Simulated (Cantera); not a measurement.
A Cantera script and its output.

```python
import numpy as np
import cantera as ct

gas = ct.Solution("gri30.yaml")
gas.TPX = 1100, 100000, {'N2O': 1, 'N2': 4.3}
inlet = ct.Reservoir(gas, clone=True)

reactor = ct.IdealGasConstPressureReactor(gas, energy="off", clone=False)
exhaust = ct.Reservoir(gas, clone=True)
tau = [0.9, 0.4, 0.18, 0.08, 0.036, 0.016, 0.0072, 0.0032][0]
for a, b in ((inlet, reactor), (reactor, exhaust)):
    ct.MassFlowController(a, b, mdot=lambda t: reactor.mass / tau)
net = ct.ReactorNet([reactor])
show = ['N2O', 'O2', 'NO', 'NO2', 'N2', 'O']

rows = []
print(f"{'tau/s':>10s}{'T/K':>9s}" + "".join(f"{s:>11s}" for s in show))
for tau in [0.9, 0.4, 0.18, 0.08, 0.036, 0.016, 0.0072, 0.0032]:
    net.initial_time = 0.0
    net.advance(30 * tau)
    before = gas.X
    net.advance(40 * tau)
    drift = np.max(np.abs(gas.X - before) / (gas.X + 1e-9))
    rows.append([gas.T, *gas[show].X, drift])
    print(f"{tau:10.3e}{gas.T:9.1f}" + "".join(f"{x:11.3e}" for x in gas[show].X))
```

Result:

```
     tau/s      T/K        N2O         O2         NO        NO2         N2          O
 9.000e-01   1100.0  1.763e-01  5.278e-03  7.457e-04  9.465e-06  8.177e-01  2.984e-07
 4.000e-01   1100.0  1.829e-01  2.461e-03  3.527e-04  4.121e-06  8.143e-01  3.058e-07
 1.800e-01   1100.0  1.860e-01  1.132e-03  1.635e-04  1.625e-06  8.127e-01  3.092e-07
 8.000e-02   1100.0  1.875e-01  5.083e-04  7.379e-05  5.476e-07  8.119e-01  3.107e-07
 3.600e-02   1100.0  1.881e-01  2.296e-04  3.345e-05  1.593e-07  8.116e-01  3.111e-07
 1.600e-02   1100.0  1.884e-01  1.021e-04  1.491e-05  3.911e-08  8.114e-01  3.109e-07
 7.200e-03   1100.0  1.886e-01  4.584e-05  6.703e-06  8.819e-09  8.114e-01  3.099e-07
 3.200e-03   1100.0  1.886e-01  2.022e-05  2.959e-06  1.815e-09  8.113e-01  3.075e-07
```

Cantera simulation using GRI-Mech 3.0 (53 species, 325 reactions); the numbers are that mechanism's predictions, not measurements. GRI-Mech 3.0 was tuned for natural gas; its chemistry of N2O as a main component is partial and can be far from experiment. The mechanism lacks the step 2 NO + O2 → 2 NO2, which can matter for NO2 below about 1400 K. The temperature is held fixed by assumption; the heat of reaction is taken as removed at once.
